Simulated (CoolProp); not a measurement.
Vapour-liquid equilibrium of cyclohexane (1) + p-xylene (2) at 481.3 K; x and y are mole fractions of (1).

Computed with CoolProp (multi-fluid Helmholtz-energy mixture model, Zhou 2014 and Zhou 2012; pair parameters Bell 2016).

```csv
x,"bubble pressure, mixture model (MPa)","bubble pressure, Raoult's law (MPa)","y, mixture model","y, Raoult's law"
0.05,0.5426,0.5349,0.139,0.143
0.2,0.7144,0.6917,0.417,0.442
0.35,0.8752,0.8484,0.589,0.630
0.5,1.028,1.005,0.711,0.760
0.65,1.176,1.162,0.808,0.855
0.8,1.325,1.319,0.894,0.927
0.95,1.476,1.476,0.974,0.984
```

The largest gap from Raoult's law is +3.3 % in bubble pressure, at x = 0.2. No azeotrope shows between x = 0.05 and 0.95.

Pair parameters are fitted to limited data, so mixtures are less certain than the pure fluids.
